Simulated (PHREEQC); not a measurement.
Make-up at 20 °C: 0.0027 mol/kgw KHF2. Closed to the air; pH follows from the charge balance.

Model: ion-association model, wateq4f.dat, run in PHREEQC.

| quantity | before | after |
|---|---|---|
| pH | 3.29 | 3.41 |
| ionic strength (mol/kgw) | 0.00324 | 0.00311 |
| F- (mol/kgw) | 0.00321 | 0.00309 |
| HF (mol/kgw) | 0.00211 | 0.00224 |
| HF2- (mol/kgw) | 2.49e-5 | 2.91e-5 |
| H2F2 (mol/kgw) | 1.38e-5 | 7.51e-6 |

Question: Which change was made?
A. 0.0027 mol/kgw CdBr2 added
B. 0.00012 mol/kgw NH4Cl added
C. diluted 10-fold with water
D. 0.0045 mol/kgw NaCl added
E. temperature from 20 to 40 °C

Answer: E, temperature from 20 to 40 °C

This is a speciation only: nothing precipitates in the calculation. At this temperature some constants are extrapolated from 25 °C, and those without enthalpy data are left unchanged.
